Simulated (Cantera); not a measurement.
An adiabatic, constant-volume homogeneous reactor starts with 4.47 % CH4, 0.304 % C2H6, 20.0 % O2, 75.2 % N2, equivalence ratio 0.50, at 1450 K and 1.00 bar.

Computed with Cantera and GRI-Mech 3.0 (53 species, 325 reactions).

Problem. Predict: time of steepest temperature rise; temperature at 0.100 s; equilibrium temperature; x(O2) at 0.100 s; x(H2) at 0.100 s; x(O) at 0.100 s.

Solution. 
| Quantity | Result |
|---|---|
| time of steepest temperature rise | 0.430 ms |
| temperature at 0.100 s | 2556 K |
| equilibrium temperature | 2556 K |
| x(O2) at 0.100 s | 0.0901 (gas-phase equilibrium 0.0901) |
| x(H2) at 0.100 s | 0.00174 (gas-phase equilibrium 0.00174) |
| x(O) at 0.100 s | 0.00429 (gas-phase equilibrium 0.00429) |
